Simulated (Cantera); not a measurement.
Feed: 1 mol TEOS, 0.31 mol O3, equilibrated at 0.470 bar.

Cantera equilibrium calculation (NASA polynomials, part measured and part estimated; ideal gas, pure solids and liquids). Candidate condensed phases: C, C6H6, C7H8, C8H18, H2O, Si, SiC, SiO2; 123 gas species. The feed counts by its element totals alone. The tables hold silica as quartz up to 1696 K and as liquid above; real silica turns to tridymite and cristobalite and melts near 1996 K. Gases not in the tables: Si2H6 and higher silanes. Rates play no part.

Task: What share of the Si ends up in condensed phases as a function of T (K), at 1248, 1398, 1548, 1698, 1848, 1998, 2148?

Result: 
```json
[
 {"T (K)": "1248", "Si condensed (%)": "100.0", "as": "SiO2(β-quartz)"},
 {"T (K)": "1398", "Si condensed (%)": "100.0", "as": "SiO2(β-quartz)"},
 {"T (K)": "1548", "Si condensed (%)": "99.9", "as": "SiO2(β-quartz)"},
 {"T (K)": "1698", "Si condensed (%)": "98.0", "as": "SiC(s)"},
 {"T (K)": "1848", "Si condensed (%)": "96.9", "as": "SiC(s)"},
 {"T (K)": "1998", "Si condensed (%)": "95.5", "as": "SiC(s)"},
 {"T (K)": "2148", "Si condensed (%)": "93.7", "as": "SiC(s)"}
]
```
